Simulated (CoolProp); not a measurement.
Saturation properties of ammonia (Tc = 405.6 K, pc = 113.6 bar, ω = 0.256).

Model: reference Helmholtz-energy equation of state, Gao 2020, in CoolProp.

| T (K) | p (bar) | enthalpy of vaporisation (kJ/kg) | vapour Z | vapour viscosity (µPa s) | liquid conductivity (mW/(m K)) |
|---|---|---|---|---|---|
| 312.8 | 15.39 | 1101 | (withheld) | 10.3 | 445 |
| 318.6 | 18.03 | 1074 | 0.8304 | 10.5 | 429 |
| 324.5 | 21.05 | 1044 | 0.8128 | 10.7 | 413 |
| 330.3 | 24.37 | 1013 | 0.7943 | 10.9 | 397 |
| 336.1 | 28.08 | 981.1 | (withheld) | 11.2 | 382 |
| 341.9 | 32.18 | 946.9 | 0.7535 | 11.4 | 367 |
| 347.8 | 36.81 | 909.9 | 0.7308 | 11.7 | 351 |
| 353.6 | 41.82 | 871.1 | 0.7068 | 12.0 | 336 |
| 359.4 | 47.33 | 829.4 | 0.6811 | 12.3 | (withheld) |
| 365.2 | 53.36 | 784.3 | 0.6535 | 12.7 | 306 |
| 371.1 | 60.07 | 734.2 | 0.6231 | 13.1 | 290 |
| 376.9 | 67.28 | 679.8 | 0.5904 | 13.7 | 275 |

Problem. Complete the blanks.

Solution. 
- 312.8, vapour Z: 0.8466
- 336.1, vapour Z: 0.7746
- 359.4, liquid conductivity (mW/(m K)): 321

It boils at 239.8 K under 1 atm.

Viscosity comes from a separate model (Fenghour 1995). Thermal conductivity comes from a separate model (Tufeu 1984).
